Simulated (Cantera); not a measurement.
Charge: 1 mol Fe3O4, 1.8 mol H2O, 0.33 mol N2, equilibrated at 902 °C and 9.75 Torr.

These are equilibrium values from Cantera (NASA tables, ideal gas, pure condensed phases), not measurements of a reactor. Candidate condensed phases: Fe, FeO, Fe(OH)2, Fe(OH)3, Fe2O3, Fe3O4, H2O; 27 gas species. Kinetics and transport are ignored.

Q: What is the equilibrium state?

A: 
| Item | Value |
|---|---|
| x(H2O) | 0.845 |
| x(N2) | 0.155 |
| x(H2) | 1.87e-5 |
| x(O2) | 8.76e-6 |
| x(OH) | 1.46e-6 |
| n(Fe3O4(s)) | 1.00 mol |
| gas amount | 2.130 mol |
| log10 activity of Fe(α) (absent) | -6.33 |
| log10 activity of Fe(OH)2(s) (absent) | -8.24 |
| log10 activity of Fe(OH)3(s) (absent) | -11.69 |
